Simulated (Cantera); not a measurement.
A closed system holds: 1 mol TiC, 3.4 mol H2, equilibrated at 0.880 bar.

Cantera equilibrium calculation (NASA polynomials, part measured and part estimated; ideal gas, pure solids and liquids). Candidate condensed phases: C, C6H6, C7H8, C8H18, Ti, TiC; 89 gas species. Ions and electrons are included (thermal ionisation). TiC: taken at fixed stoichiometry. The numbers say what is thermodynamically allowed, not how fast it happens.

Task: Which condensed phases are stable at each of these points (T (K)): 2500, 3000, 3500, 4000, 4500, 5000?

Result: 
| T (K) | condensed phases | Ti condensed (%) |
|---|---|---|
| 2500 | TiC(s) | 100.0 |
| 3000 | TiC(s) | 99.2 |
| 3500 | TiC(l) | 85.1 |
| 4000 | gas only | 0.0 |
| 4500 | gas only | 0.0 |
| 5000 | gas only | 0.0 |

From 2500 K to 3000 K the condensed part is TiC(s). At 3500 K the condensed part is TiC(l). From 4000 K to 5000 K nothing is condensed.
